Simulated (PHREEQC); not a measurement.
Dissolve 16 mmol/kgw Cs2CO3 at 20 °C. Closed to the air; pH follows from the charge balance.

All values are PHREEQC results (ion-association model, wateq4f.dat), not measurements.

```yaml
pH: 11.19
ionic_strength: 0.0467 mol/kgw
total_alkalinity: 32.0 meq/kg
```

| species | molality | activity | log γ |
|---|---|---|---|
| Cs+ | 0.0320 | 0.0265 | -0.083 |
| CO3-2 | 0.0147 | 0.00710 | -0.316 |
| OH- | 0.00130 | 0.00106 | -0.088 |
| HCO3- | 0.00129 | 0.00108 | -0.079 |
| CO2 | 1.65e-8 | 1.67e-8 | 0.005 |

No solid was allowed to form. Complexes and solids missing from the database can't appear.
